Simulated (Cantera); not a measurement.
Premixed flame

A freely propagating, adiabatic, planar premixed flame of CO : H2 : CH4 : O2 : N2 : CO2 = 0.76 : 1 : 0.1 : 0.857 : 3.09 : 0.13 (molar parts), unburnt at 525 K and 100.0 Torr; mixture-averaged transport, grid criteria slope 0.08 and curve 0.16, no radiation.

Cantera simulation using GRI-Mech 3.0 (53 species, 325 reactions); the numbers are that mechanism's predictions, not measurements. Burning velocities carry a grid error of a few per cent, more on coarse grids.

```
z (mm)  T (K)  u (m/s)    x CO    x H2    x CH4    x O2  x C2H   x C2H2
------  -----  -------  ------  ------  -------  ------  -----  -------
-10.7     525     3.64   0.128   0.168   0.0168   0.144  <1e-8    <1e-8
-7.14     525     3.64   0.128   0.168   0.0168   0.144  <1e-8    <1e-8
-5.35     525     3.64   0.128   0.168   0.0168   0.144  <1e-8    <1e-8
-3.57     525     3.64   0.128   0.168   0.0168   0.144  <1e-8    <1e-8
-1.78     578     3.99   0.128   0.162   0.0169   0.143  <1e-8    <1e-8
-0.892    754     5.15   0.127   0.140   0.0162   0.137  <1e-8  1.62e-8
0        1152     7.83   0.127  0.0890  0.00541  0.0986  <1e-8  6.00e-7
0.892    1369     9.28   0.114  0.0421  8.99e-5  0.0493  <1e-8  1.51e-8
1.78     1450     9.77  0.0983  0.0322  6.99e-7  0.0343  <1e-8    <1e-8
3.57     1546     10.3  0.0825  0.0337    <1e-8  0.0268  <1e-8    <1e-8
7.14     1651     10.9  0.0780  0.0354    <1e-8  0.0236  <1e-8    <1e-8
14.3     1772     11.6  0.0811  0.0349    <1e-8  0.0216  <1e-8    <1e-8
28.5     1905     12.3  0.0831  0.0331    <1e-8  0.0190  <1e-8    <1e-8
```
x: mole fraction of selected species; z is measured from the peak of heat release.

```yaml
laminar_burning_velocity: 364 cm/s
thermal_thickness: 3.57 mm
peak x(C2H): <1e-8
peak x(C2H2): 6.04e-7
grid_points: 204
```
